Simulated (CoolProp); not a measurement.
Computed with CoolProp (reference Helmholtz-energy equation of state, Zhou 2011).

Task: For dimethyl carbonate, give the phase and the speed of sound (m/s), Joule-Thomson coefficient (K/MPa), expansivity (1/kK), fugacity coefficient at 600 K and 982 kPa; 600 K and 2950 kPa.

Result: 
- 600 K and 982 kPa: gas; speed of sound 229, Joule-Thomson coefficient 5.85, expansivity 2.01, fugacity coefficient 0.947
- 600 K and 2950 kPa: gas; speed of sound 203, Joule-Thomson coefficient 7.05, expansivity 3.21, fugacity coefficient 0.844
